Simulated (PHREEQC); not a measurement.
Make-up at 25 °C: 19 mmol/kgw HF, 0.24 mmol/kgw NH4F and 17 mmol/kgw (NH4)2SiF6. Closed to the air; pH follows from the charge balance.

Computed with PHREEQC (ion-association model, phreeqc.dat).

```tsv
quantity	before	after
pH	2.49	2.66
HF (mol/kgw)	0.0149	0.00696
F- (mol/kgw)	0.00385	0.00253
HF2- (mol/kgw)	0.000221	6.77e-5
NH3 (mol/kgw)	4.70e-9	3.75e-9
```

### Question
Name the change that produced these shifts.
A. temperature from 25 to 65 °C
B. 0.002 mol/kgw HBr added
C. (NH4)2SiF6 left out
D. diluted 2-fold with water
E. NH4F from 0.00024 to 4.8e-05 mol/kgw

### Answer
D, diluted 2-fold with water

This is a speciation only: nothing precipitates in the calculation. SiF6-2 is the database's only silicon fluoride.
